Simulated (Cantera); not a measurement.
Feed: 1 mol Fe3O4, 0.64 mol CO, 1.9 mol H2, equilibrated at 1925 K and 7.50 Torr.

Method: chemical equilibrium by Gibbs-energy minimisation in Cantera with the NASA 1993 tables (ideal gas, pure condensed phases). Candidate condensed phases: C, C6H6, C7H8, C8H18, Fe, Fe(CO)5, FeO, Fe(OH)2, Fe(OH)3, Fe2O3, Fe3O4, H2O; 114 gas species. The tables' stoichiometric FeO is somewhat more stable than real wüstite, so its field is too wide. FeO: taken at fixed stoichiometry. The numbers say what is thermodynamically allowed, not how fast it happens.

Base state: H2 0.384, H2O 0.353, CO 0.205, CO2 0.0438, Fe 0.00766, H 0.00592, OH 0.000470, FeO 0.000116 (mole fractions); condensed: FeO(l).

What changes in the equilibrium state with this change: H2 from 1.9 to 12 mol?


```json
[
 {"species": "H2", "before": "0.384", "after": "0.633"},
 {"species": "H2O", "before": "0.353", "after": "0.294"},
 {"species": "CO", "before": "0.205", "after": "0.0448"},
 {"species": "CO2", "before": "0.0438", "after": "0.00483"},
 {"species": "Fe", "before": "0.00766", "after": "0.0152"},
 {"species": "OH", "before": "0.000470", "after": "0.000305"},
 {"species": "H", "before": "0.00592", "after": "0.00761"},
 {"species": "FeO(l), mol", "before": "2.98", "after": "0.143"},
 {"species": "Fe(l), mol", "before": "0", "after": "2.66"}
]
```
Each liquid is taken as pure. Mutual solubility and eutectic melting of coexisting phases are not modelled.
